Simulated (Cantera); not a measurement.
Feed: 1 mol CaCO₃, 4.1 mol H₂O, 0.68 mol CO₂, at 1 atm.

Method: chemical equilibrium by Gibbs-energy minimisation in Cantera with the NASA 1993 tables (ideal gas, pure condensed phases). Candidate condensed phases: C, C₆H₆, C₇H₈, C₈H₁₈, Ca, CaCO₃, CaO, Ca(OH)₂, H₂O; 115 gas species. The numbers say what is thermodynamically allowed, not how fast it happens.

x: gas mole fraction; n: condensed amount in mol.

| T (K) | x H₂O | x CO₂ | x CO | x O₂ | x H₂ | x OH | x H | n CaO(s) |
|---|---|---|---|---|---|---|---|---|
| 1400 | 0.709 | 0.291 | 4.30e-5 | 4.33e-5 | 4.84e-5 | [?] | 3.36e-8 | 1.00 |
| 1450 | 0.709 | 0.291 | 7.63e-5 | 7.28e-5 | 7.83e-5 | [?] | 8.31e-8 | 1.000 |
| 1500 | 0.709 | 0.290 | 0.000130 | 0.000118 | 0.000123 | [?] | 1.94e-7 | 1.000 |
| 1550 | 0.709 | 0.290 | 0.000214 | 0.000186 | 0.000186 | [?] | 4.27e-7 | 1.000 |
| 1600 | 0.709 | 0.290 | 0.000340 | 0.000286 | 0.000276 | [?] | 8.98e-7 | 1.000 |
| 1650 | 0.709 | 0.290 | 0.000526 | 0.000427 | 0.000400 | [?] | 1.80e-6 | 1.000 |
| 1700 | 0.708 | 0.290 | 0.000792 | 0.000623 | 0.000566 | [?] | 3.48e-6 | 1.000 |
| 1750 | 0.708 | 0.289 | 0.00116 | 0.000890 | 0.000786 | [?] | 6.48e-6 | 1.000 |
| 1800 | 0.707 | 0.289 | 0.00167 | 0.00125 | 0.00107 | [?] | 1.16e-5 | 1.000 |
| 1850 | 0.706 | 0.288 | 0.00235 | 0.00171 | 0.00144 | [?] | 2.03e-5 | 1.000 |
| 1900 | 0.705 | 0.287 | 0.00325 | 0.00231 | 0.00190 | [?] | 3.43e-5 | 1.000 |

Some entries are withheld; supply them.


- 1400, x OH: 9.79e-6
- 1450, x OH: 1.81e-5
- 1500, x OH: 3.20e-5
- 1550, x OH: 5.46e-5
- 1600, x OH: 9.02e-5
- 1650, x OH: 0.000144
- 1700, x OH: 0.000225
- 1750, x OH: 0.000342
- 1800, x OH: 0.000507
- 1850, x OH: 0.000736
- 1900, x OH: 0.00105
